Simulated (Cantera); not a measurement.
Cantera run, input and output.

```python
import numpy as np
import cantera as ct

gas = ct.Solution("gri30.yaml")
gas.TPX = 1100, 2666, {'H2': 0.0079, 'O2': 1, 'N2': 0.015}
reactor = ct.IdealGasConstPressureReactor(gas, energy="off", clone=False)
net = ct.ReactorNet([reactor])
net.rtol, net.atol = 1e-08, 1e-18
show = ['H2', 'O2', 'HO2', 'H2O2', 'O']
times = np.geomspace(9e-05, 30, 11)

steps = ct.SolutionArray(gas, extra=["t"])
rows = []
print(f"{'t/s':>10s}{'T/K':>9s}{'P/Pa':>11s}" + "".join(f"{s:>11s}" for s in show))
for t in times:
    while net.time < t:
        t_next = net.step()
        steps.append(gas.state, t=t_next)
    rows.append([np.interp(t, steps.t, y) for y in (steps.T, steps.P, *steps(*show).X.T)])
    print(f"{t:10.3e}{rows[-1][0]:9.1f}{rows[-1][1]:11.4g}" + "".join(f"{x:11.3e}" for x in rows[-1][2:]))
rate = np.gradient(steps.T, steps.t)
print("integrator steps:", len(steps.t))
if steps.T.max() > steps.T[0] + 200:
    print(f"time of steepest temperature rise: {steps.t[rate.argmax()]:.4e} s")
gas.TPX = 1100, 2666, {'H2': 0.0079, 'O2': 1, 'N2': 0.015}
gas.equilibrate("TP")
print(f"equilibrium (TP): T = {gas.T:.1f} K  " + "  ".join(f"{s} {gas[s].X[0]:.3e}" for s in show))
```

Output:

```
       t/s      T/K       P/Pa         H2         O2        HO2       H2O2          O
 9.000e-05   1100.0       2666  7.723e-03  9.776e-01  1.592e-10  3.470e-15  1.048e-10
 3.210e-04   1100.0       2666  7.723e-03  9.776e-01  5.721e-10  4.432e-14  7.100e-10
 1.145e-03   1100.0       2666  7.723e-03  9.776e-01  2.135e-09  5.734e-13  9.313e-09
 4.084e-03   1100.0       2666  7.713e-03  9.776e-01  9.790e-08  3.059e-11  6.473e-06
 1.457e-02   1100.0       2666  4.322e-05  9.723e-01  2.195e-06  3.811e-08  4.935e-03
 5.196e-02   1100.0       2666  1.142e-05  9.752e-01  1.371e-06  2.880e-08  2.174e-03
 1.853e-01   1100.0       2666  2.235e-06  9.770e-01  5.866e-07  2.248e-08  4.377e-04
 6.611e-01   1100.0       2666  2.537e-07  9.775e-01  1.525e-07  1.062e-08  5.234e-05
 2.358e+00   1100.0       2666  2.764e-08  9.775e-01  2.848e-08  2.671e-09  5.993e-06
 8.411e+00   1100.0       2666  3.871e-09  9.775e-01  5.298e-09  5.305e-10  8.762e-07
 3.000e+01   1100.0       2666  7.206e-10  9.775e-01  1.472e-09  1.140e-10  1.680e-07
integrator steps: 1590
equilibrium (TP): T = 1100.0 K  H2 6.370e-11  O2 9.775e-01  HO2 1.422e-09  H2O2 1.131e-11  O 1.521e-08
```

Cantera simulation using GRI-Mech 3.0 (53 species, 325 reactions); the numbers are that mechanism's predictions, not measurements. Radical loss at walls, strong at low pressure, is not modelled.
